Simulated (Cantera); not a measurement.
Cantera run:

```python
import numpy as np
import cantera as ct

gas_names = """
    AL ALCL ALCL2 ALCL3 ALH ALN AL2 AL2CL6 CL CL2 H HCL H2 N NH NH2 NH3 N2 N2H2 N2H4
""".split()
cond_names = """
    AL(cr) AL(L) ALCL3(s) ALCL3(L) ALN(s) NH4CL(a) NH4CL(b)
""".split()


# ... load() reads the species with a 1 bar reference pressure and builds the phases ...
atoms = {
    'AlN': {'AL': 1, 'N': 1},
    'HCl': {'H': 1, 'CL': 1},
    'H2': {'H': 2},
}
top_T = {'ALN(s)': 2750}  # K; cautious upper limits of use, not melting points


# ... equilibrate(T, P, feed) seeds the gas with the atoms and calls Mixture.equilibrate('TP', solver="vcs", rtol=1e-11, max_steps=5000) ...
results = []
feed = {'AlN': 1, 'HCl': 38, 'H2': 47}  # mol
P = 9.7  # Pa
for T in [1223, 1298, 1373, 1448, 1523, 1598, 1673, 1748, 1823, 1898, 1973]:
    mix = equilibrate(T, P, feed)
    results.append((T, P, feed, dict(zip(mix.species_names, mix.species_moles))))
    x = sorted(zip(gas.X, gas.species_names), reverse=True)
    print(f"T = {T:g} K  P = {P:g} Pa  gas = {mix.phase_moles(0):.4g} mol")
    print("   x: " + "  ".join(f"{s} {v:.3e}" for v, s in x if v > 1e-05))
    print("   condensed (mol): " + ("  ".join(f"{mix.phase(i).name} {mix.phase_moles(i):.4g}"
          for i in range(1, mix.n_phases) if mix.phase_moles(i) > 1e-12) or "none"))
```

It prints:

```
T = 1223 K  P = 9.7 Pa  gas = 85.01 mol
   x: H2 5.704e-01  HCL 4.119e-01  ALCL3 1.162e-02  N2 5.882e-03  ALCL2 1.152e-04  ALCL 3.222e-05  H 2.306e-05  CL 1.434e-05
   condensed (mol): none
T = 1298 K  P = 9.7 Pa  gas = 85.04 mol
   x: H2 5.699e-01  HCL 4.123e-01  ALCL3 1.119e-02  N2 5.880e-03  ALCL2 3.541e-04  ALCL 2.106e-04  H 8.213e-05  CL 5.015e-05
   condensed (mol): none
T = 1373 K  P = 9.7 Pa  gas = 85.14 mol
   x: H2 5.682e-01  HCL 4.138e-01  ALCL3 9.865e-03  N2 5.873e-03  ALCL 1.010e-03  ALCL2 8.711e-04  H 2.549e-04  CL 1.538e-04
   condensed (mol): none
T = 1448 K  P = 9.7 Pa  gas = 85.39 mol
   x: H2 5.639e-01  HCL 4.174e-01  ALCL3 6.980e-03  N2 5.856e-03  ALCL 3.200e-03  ALCL2 1.531e-03  H 7.028e-04  CL 4.239e-04
   condensed (mol): none
T = 1523 K  P = 9.7 Pa  gas = 85.74 mol
   x: H2 5.582e-01  HCL 4.215e-01  ALCL 6.295e-03  N2 5.832e-03  ALCL3 3.589e-03  ALCL2 1.779e-03  H 1.753e-03  CL 1.062e-03
   condensed (mol): none
T = 1598 K  P = 9.7 Pa  gas = 86.09 mol
   x: H2 5.532e-01  HCL 4.230e-01  ALCL 8.656e-03  N2 5.808e-03  H 4.020e-03  CL 2.432e-03  ALCL2 1.509e-03  ALCL3 1.450e-03
   condensed (mol): none
T = 1673 K  P = 9.7 Pa  gas = 86.5 mol
   x: H2 5.485e-01  HCL 4.205e-01  ALCL 9.918e-03  H 8.564e-03  N2 5.780e-03  CL 5.126e-03  ALCL2 1.105e-03  ALCL3 5.366e-04
   condensed (mol): none
T = 1748 K  P = 9.7 Pa  gas = 87.13 mol
   x: H2 5.422e-01  HCL 4.134e-01  H 1.708e-02  ALCL 1.050e-02  CL 1.005e-02  N2 5.738e-03  ALCL2 7.701e-04  ALCL3 1.988e-04
   condensed (mol): none
T = 1823 K  P = 9.7 Pa  gas = 88.2 mol
   x: H2 5.321e-01  HCL 4.004e-01  H 3.209e-02  CL 1.842e-02  ALCL 1.072e-02  N2 5.669e-03  ALCL2 5.291e-04  ALCL3 7.562e-05  AL 1.112e-05
   condensed (mol): none
T = 1898 K  P = 9.7 Pa  gas = 89.97 mol
   x: H2 5.155e-01  HCL 3.792e-01  H 5.698e-02  CL 3.164e-02  ALCL 1.070e-02  N2 5.557e-03  ALCL2 3.603e-04  ALCL3 2.939e-05  AL 2.449e-05
   condensed (mol): none
T = 1973 K  P = 9.7 Pa  gas = 92.8 mol
   x: H2 4.895e-01  HCL 3.476e-01  H 9.585e-02  CL 5.087e-02  ALCL 1.047e-02  N2 5.388e-03  ALCL2 2.415e-04  AL 5.111e-05  ALCL3 1.145e-05
   condensed (mol): none
```

Cantera equilibrium calculation (NASA polynomials, part measured and part estimated; ideal gas, pure solids and liquids). The tables' values for AlCl2 are old estimates; treat these amounts as uncertain.
